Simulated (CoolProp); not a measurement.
Saturation properties of octamethylcyclotetrasiloxane (D4).

Values from CoolProp's reference Helmholtz-energy equation of state, Thol 2015.

```json
[
 {"T (°C)": "85.85", "p (MPa)": "0.004732", "liquid cp (kJ/(kg K))": "1.785", "vapour Z": "0.9924"},
 {"T (°C)": "104.15", "p (MPa)": "0.01034", "liquid cp (kJ/(kg K))": "1.825", "vapour Z": "0.9861"},
 {"T (°C)": "122.45", "p (MPa)": "0.02057", "liquid cp (kJ/(kg K))": "1.867", "vapour Z": "___"},
 {"T (°C)": "140.75", "p (MPa)": "0.03779", "liquid cp (kJ/(kg K))": "1.910", "vapour Z": "0.9628"},
 {"T (°C)": "159.05", "p (MPa)": "0.06494", "liquid cp (kJ/(kg K))": "___", "vapour Z": "0.9445"},
 {"T (°C)": "177.35", "p (MPa)": "0.1055", "liquid cp (kJ/(kg K))": "___", "vapour Z": "0.9207"},
 {"T (°C)": "195.65", "p (MPa)": "0.1636", "liquid cp (kJ/(kg K))": "2.049", "vapour Z": "0.8908"},
 {"T (°C)": "213.95", "p (MPa)": "0.2435", "liquid cp (kJ/(kg K))": "___", "vapour Z": "0.8539"},
 {"T (°C)": "232.25", "p (MPa)": "0.3506", "liquid cp (kJ/(kg K))": "2.160", "vapour Z": "0.8088"},
 {"T (°C)": "250.45", "p (MPa)": "0.4897", "liquid cp (kJ/(kg K))": "___", "vapour Z": "0.7538"},
 {"T (°C)": "268.75", "p (MPa)": "0.6695", "liquid cp (kJ/(kg K))": "2.331", "vapour Z": "___"}
]
```

Question: What belongs in the gaps?

Answer: 
- 122.45, vapour Z: 0.9764
- 159.05, liquid cp (kJ/(kg K)): 1.954
- 177.35, liquid cp (kJ/(kg K)): 2.000
- 213.95, liquid cp (kJ/(kg K)): 2.101
- 250.45, liquid cp (kJ/(kg K)): 2.231
- 268.75, vapour Z: 0.6850

It boils at 175.7 °C under 1 atm.
